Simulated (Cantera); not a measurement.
A perfectly stirred reactor is fed with CH4 : H2O = 1 : 1.9 (molar parts), at 1.60 bar; it is held at 1373 K, and followed from long to short residence time.

Detailed kinetics in Cantera: GRI-Mech 3.0 (53 species, 325 reactions).

```csv
quantity,before,after
x(CH4) at τ = 4.00 s,0.225,0.239
x(H2O) at τ = 4.00 s,0.590,0.589
x(CO) at τ = 4.00 s,0.00390,0.00530
x(C2H4) at τ = 4.00 s,0.00906,0.0196
x(CH2CO) at τ = 4.00 s,1.52e-5,8.25e-6
x(CH4) at τ = 72.0 ms,0.340,0.335
x(H2O) at τ = 72.0 ms,0.654,0.652
x(CO) at τ = 72.0 ms,1.59e-5,5.50e-5
x(C2H4) at τ = 72.0 ms,0.000969,0.00202
x(CH2CO) at τ = 72.0 ms,2.80e-7,1.05e-6
```

**Question.** Which change was made?
A) temperature 1373 to 1700 K
B) temperature 1373 to 1400 K
C) pressure from 1.60 bar to 9.60 bar
D) pressure from 1.60 bar to 0.133 bar

**Answer.** C, pressure from 1.60 bar to 9.60 bar
